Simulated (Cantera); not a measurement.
Mixture: CH₄ : CO : O₂ : N₂ = 1 : 1.5 : 2.12 : 7.95 (molar parts), at 1.01 bar, adiabatic and at constant pressure. Ignition delay is the time to a rise of 400 K.

Cantera simulation using GRI-Mech 3.0 (53 species, 325 reactions); the numbers are that mechanism's predictions, not measurements.

Q: What does this change do: pressure from 1.01 bar to 8.50 bar?

A: 
| quantity | before | after |
|---|---|---|
| delay at 1150 K | 0.176 s | 28.7 ms |
| delay at 1225 K | 51.6 ms | 9.13 ms |
| delay at 1300 K | 16.6 ms | 3.22 ms |
| delay at 1375 K | 5.87 ms | 1.23 ms |
| delay at 1450 K | 2.30 ms | 0.506 ms |
| delay at 1525 K | 1.01 ms | 0.223 ms |
| apparent activation energy between 1375 and 1525 K | 200 kJ/mol | 200 kJ/mol |

Q: What does this change do: pressure from 1.01 bar to 5.00 bar?

A: 
```csv
quantity,before,after
delay at 1150 K,0.176 s,46.6 ms
delay at 1225 K,51.6 ms,14.6 ms
delay at 1300 K,16.6 ms,5.04 ms
delay at 1375 K,5.87 ms,1.89 ms
delay at 1450 K,2.30 ms,0.760 ms
delay at 1525 K,1.01 ms,0.330 ms
apparent activation energy between 1375 and 1525 K,200 kJ/mol,200 kJ/mol
```
